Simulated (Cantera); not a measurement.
Source: NASA polynomial tables (part measured, part estimated), evaluated in Cantera. Values are per mole of reaction as written; species without (g) are pure solids or liquids, kept so even where they would boil at 1 bar.

CaF2 + O(g) ⇌ CaO + 2 F(g), with ΔH° = 500.4 kJ and ΔS° = 126.1 J/K at 300 K.

Q: How far is the shortcut ΔG° ≈ ΔH°(300 K) − T·ΔS°(300 K) from the full temperature-dependent value at 773, 823, 873, 923, 973, 1023 K?

A: 
```
T (K)  shortcut (kJ)  full (kJ)  difference (kJ)  difference in log10 K
-----  -------------  ---------  ---------------  ---------------------
773            402.9      404.0             -1.1                   0.07
823            396.6      398.0             -1.3                   0.09
873            390.3      391.9             -1.6                   0.10
923            384.0      386.0             -1.9                   0.11
973            377.7      380.0             -2.3                   0.12
1023           371.4      374.1             -2.7                   0.14
```
The shortcut ignores the heat-capacity change of the reaction.
